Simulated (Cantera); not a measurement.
A closed system holds: 1 mol V, 1.2 mol N2O, 8.4 mol H2, equilibrated at 6.60 Pa.

Method: chemical equilibrium by Gibbs-energy minimisation in Cantera with the NASA 1993 tables (ideal gas, pure condensed phases). Candidate condensed phases: H2O, V, VN, VO, V2O3, V2O4, V2O5; 28 gas species. Mutual solubility and eutectic melting of coexisting phases are not modelled. VN: taken at fixed stoichiometry. Condensed phases not in the tables: the oxides between V2O3 and V2O5 other than VO2, V2N. The numbers say what is thermodynamically allowed, not how fast it happens.

Question: At 1023 K, list the 3 most abundant gas species with their mole fractions, and the condensed phases.

Answer: H2 0.884, N2 0.116, H2O 0.000138. Condensed: VN(s) + V2O3(s).
